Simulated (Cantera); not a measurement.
Feed: 1 mol SiH₂Cl₂, 0.72 mol C₂H₄, 2.5 mol H₂, at 6.30 mbar.

These are equilibrium values from Cantera (NASA tables, ideal gas, pure condensed phases), not measurements of a reactor. Candidate condensed phases: C, C₆H₆, C₇H₈, C₈H₁₈, Si, SiC; 109 gas species. The tables' values for SiCl, SiCl₃ are old estimates; treat these amounts as uncertain. Gases not in the tables: Si₂H₆ and higher silanes. The numbers say what is thermodynamically allowed, not how fast it happens.

x: gas mole fraction; n: condensed amount in mol.

| T (K) | x H₂ | x HCl | x H | x SiCl₂ | x Cl | x Si | x C₂H₂ (acetylene) | n C(graphite) | n SiC(s) |
|---|---|---|---|---|---|---|---|---|---|
| 1848 | 0.671 | 0.309 | 0.00547 | 0.0122 | 0.00191 | 2.97e-5 | 0.000173 | 0.512 | 0.926 |
| 1873 | 0.671 | 0.306 | 0.00666 | 0.0130 | 0.00230 | 4.65e-5 | 0.000209 | 0.517 | 0.921 |
| 1898 | 0.671 | 0.304 | 0.00807 | 0.0138 | 0.00276 | 7.18e-5 | 0.000252 | 0.521 | 0.916 |
| 1923 | 0.670 | 0.302 | ___ | 0.0145 | ___ | ___ | ___ | 0.526 | 0.911 |
| 1948 | 0.669 | 0.299 | 0.0116 | 0.0153 | 0.00390 | 0.000166 | 0.000361 | 0.530 | 0.905 |
| 1973 | 0.668 | 0.296 | 0.0139 | 0.0161 | 0.00460 | 0.000248 | 0.000428 | 0.535 | 0.900 |
| 1998 | 0.667 | 0.293 | 0.0165 | 0.0168 | 0.00540 | 0.000367 | 0.000505 | 0.540 | 0.894 |
| 2023 | 0.665 | 0.290 | 0.0195 | 0.0176 | 0.00632 | 0.000539 | 0.000594 | 0.545 | 0.887 |
| 2048 | 0.663 | 0.286 | ___ | 0.0183 | ___ | ___ | ___ | 0.551 | 0.880 |
| 2073 | 0.660 | 0.283 | 0.0269 | 0.0190 | 0.00851 | 0.00113 | 0.000809 | 0.557 | 0.872 |
| 2098 | 0.657 | 0.279 | 0.0314 | 0.0197 | 0.00982 | 0.00161 | 0.000937 | 0.564 | 0.863 |
| 2123 | 0.653 | 0.274 | 0.0365 | 0.0203 | 0.0113 | 0.00227 | 0.00108 | 0.571 | 0.853 |

### Question
What belongs in the gaps?

### Answer

- 2048, x H: 0.0230
- 2048, x Cl: 0.00735
- 2048, x Si: 0.000782
- 2048, x C₂H₂ (acetylene): 0.000695
- 1923, x H: 0.00972
- 1923, x Cl: 0.00329
- 1923, x Si: 0.000110
- 1923, x C₂H₂ (acetylene): 0.000303
